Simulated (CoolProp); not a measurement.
R123 along the isobar 4.8 MPa: fugacity coefficient from the reference equation and from simpler models built on Tc = 456.8 K, pc = 3.662 MPa, ω = 0.282; each cubic takes its own stable root.

The numbers come from the reference Helmholtz-energy equation of state, Younglove 1994 in CoolProp. It is a modified Benedict-Webb-Rubin equation, recast in Helmholtz form.

```csv
T (K),phase,reference,van der Waals,Redlich-Kwong,Soave-Redlich-Kwong,Peng-Robinson
327.7,liquid,0.05655,0.1919,0.09100,0.05826,0.05642
343.3,liquid,0.08496,0.2315,0.1267,0.08786,0.08474
359,liquid,0.1220,0.2743,0.1697,0.1265,0.1217
374.7,liquid,0.1679,0.3198,0.2194,0.1746,0.1676
390.3,liquid,0.2224,0.3671,0.2746,0.2316,0.2220
406,liquid,0.2857,0.4161,0.3351,0.2974,0.2850
421.7,liquid,0.3564,0.4660,0.3991,0.3703,0.3548
437.3,liquid,0.4324,0.5156,0.4643,0.4474,0.4289
453,liquid,0.5120,0.5646,0.5294,0.5261,0.5046
468.7,supercritical,0.5893,0.6114,0.5905,0.5997,0.5754
484.3,supercritical,0.6491,0.6535,0.6408,0.6562,0.6298
500,supercritical,0.6917,0.6877,0.6785,0.6982,0.6707
```
